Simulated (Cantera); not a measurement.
An isothermal, constant-pressure homogeneous reactor starts with CH4 : H2 = 1 : 6.3 (molar parts), at 1900 K and 13300 Pa.

Cantera simulation using GRI-Mech 3.0 (53 species, 325 reactions); the numbers are that mechanism's predictions, not measurements. GRI-Mech 3.0 stops at C3 and has no aromatics, soot or wall deposition, so with more carbon than oxygen in the feed, carbon stays in small species such as C2H2 where larger ones or solid carbon would form.

x: mole fraction; the columns are a selection and need not sum to one.

```tsv
t (s)	x CH4	x H2	x CH3	x H	x C2H	x C2H2	x CH2
0.000100	0.136	0.863	0.000814	0.000263	1.84e-12	4.63e-7	?
0.000213	0.135	0.863	0.00169	0.000548	1.15e-10	1.39e-5	?
0.000454	0.131	0.864	0.00314	0.00105	5.57e-9	0.000351	?
0.000969	0.120	0.869	0.00403	0.00148	8.56e-8	0.00384	5.30e-6
0.00206	0.0996	0.880	0.00354	0.00159	3.18e-7	0.0135	5.07e-6
0.00440	0.0720	0.896	0.00266	0.00168	6.48e-7	0.0265	?
0.00938	0.0442	0.912	0.00172	0.00179	1.01e-6	0.0396	?
0.0200	0.0233	0.924	0.000959	0.00191	1.33e-6	0.0493	?
0.0426	0.0111	0.931	0.000478	0.00201	1.55e-6	0.0550	?
0.0909	0.00509	0.935	0.000225	0.00207	1.67e-6	0.0577	?
0.194	0.00239	0.936	0.000107	0.00210	1.73e-6	0.0590	?
0.413	0.00127	0.937	5.70e-5	0.00212	1.75e-6	0.0595	?
0.880	0.000898	0.937	4.05e-5	0.00212	1.76e-6	0.0597	1.11e-7
1.88	0.000846	0.937	3.82e-5	0.00212	1.76e-6	0.0597	1.05e-7
4.00	0.000845	0.937	3.81e-5	0.00212	1.76e-6	0.0597	1.05e-7
```

**Question.** Some entries are withheld; supply them.

**Answer.** 
- 0.000100, x CH2: 2.57e-7
- 0.000213, x CH2: 1.03e-6
- 0.000454, x CH2: 3.21e-6
- 0.00440, x CH2: 4.22e-6
- 0.00938, x CH2: 3.15e-6
- 0.0200, x CH2: 2.04e-6
- 0.0426, x CH2: 1.15e-6
- 0.0909, x CH2: 5.81e-7
- 0.194, x CH2: 2.87e-7
- 0.413, x CH2: 1.55e-7
